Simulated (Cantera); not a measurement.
Cantera run, input and output.

```python
import numpy as np
import cantera as ct

gas = ct.Solution("h2o2.yaml")
gas.TPX = 625, 13332, {'H2': 1, 'O2': 0.455, 'N2': 1.71}
flame = ct.FreeFlame(gas, width=0.16)
flame.set_refine_criteria(ratio=3, slope=0.08, curve=0.16)
flame.transport_model = "mixture-averaged"
flame.solve(loglevel=0, auto=True)
flame.transport_model = "multicomponent"
flame.soret_enabled = False
flame.solve(loglevel=0, refine_grid=True)
z, T = flame.grid, flame.T
thick = (T[-1] - T[0]) / np.gradient(T, z).max()
show = ['H2', 'O2', 'OH', 'H2O2', 'HO2', 'H2O']
print(f"laminar burning velocity  {flame.velocity[0] * 100:.3f} cm/s")
print(f"burnt temperature         {T[-1]:.1f} K")
print(f"thermal thickness         {thick * 1e3:.4f} mm")
print(f"grid points               {len(z)}")
z0 = z[flame.heat_release_rate.argmax()]
print(f"{'z/mm':>9s}{'T/K':>9s}{'u/(m/s)':>9s}" + "".join(f"{s:>11s}" for s in show))
rows = []
for k in (-3, -2, -1.5, -1, -0.5, -0.25, 0, 0.25, 0.5, 1, 2, 4, 8):
    zz = z0 + k * thick
    rows.append([k * thick, np.interp(zz, z, T), np.interp(zz, z, flame.velocity),
                 *(np.interp(zz, z, flame.X[gas.species_index(s)]) for s in show)])
    print(f"{rows[-1][0] * 1e3:9.3f}{rows[-1][1]:9.1f}{rows[-1][2]:9.3f}" + "".join(f"{x:11.3e}" for x in rows[-1][3:]))
```

Output:

```
laminar burning velocity  667.983 cm/s
burnt temperature         2456.8 K
thermal thickness         6.6726 mm
grid points               142
     z/mm      T/K  u/(m/s)         H2         O2         OH       H2O2        HO2        H2O
  -20.018    625.0    6.680  3.160e-01  1.438e-01  6.752e-18  2.477e-15  4.378e-13  1.205e-14
  -13.345    625.0    6.680  3.160e-01  1.438e-01  1.327e-14  3.404e-15  5.305e-11  2.089e-12
  -10.009    625.0    6.680  3.160e-01  1.438e-01  6.331e-13  3.161e-14  1.695e-09  6.222e-11
   -6.673    625.0    6.680  3.160e-01  1.438e-01  2.973e-10  3.277e-11  2.781e-07  1.644e-08
   -3.336    630.0    6.731  3.151e-01  1.436e-01  1.768e-05  2.911e-07  4.382e-05  3.463e-04
   -1.668    731.6    7.767  2.973e-01  1.399e-01  2.579e-04  4.664e-07  3.281e-05  9.951e-03
    0.000   1108.2   11.406  1.546e-01  9.094e-02  3.204e-03  6.328e-07  1.425e-05  1.110e-01
    1.668   1388.1   14.085  5.869e-02  3.372e-02  8.315e-03  7.470e-07  4.793e-06  2.132e-01
    3.336   1506.2   15.168  5.656e-02  2.827e-02  1.072e-02  5.865e-07  3.484e-06  2.233e-01
    6.673   1646.4   16.417  5.956e-02  2.534e-02  1.349e-02  3.584e-07  2.637e-06  2.301e-01
   13.345   1803.4   17.772  6.135e-02  2.210e-02  1.621e-02  1.889e-07  1.944e-06  2.391e-01
   26.690   1968.4   19.149  6.120e-02  1.858e-02  1.828e-02  9.948e-08  1.412e-06  2.505e-01
   53.381   2131.9   20.468  5.894e-02  1.491e-02  1.911e-02  5.901e-08  1.072e-06  2.638e-01
```

Detailed kinetics in Cantera: the H2/O2 subset of GRI-Mech 3.0, which has no nitrogen chemistry. Burning velocities carry a grid error of a few per cent, more on coarse grids.
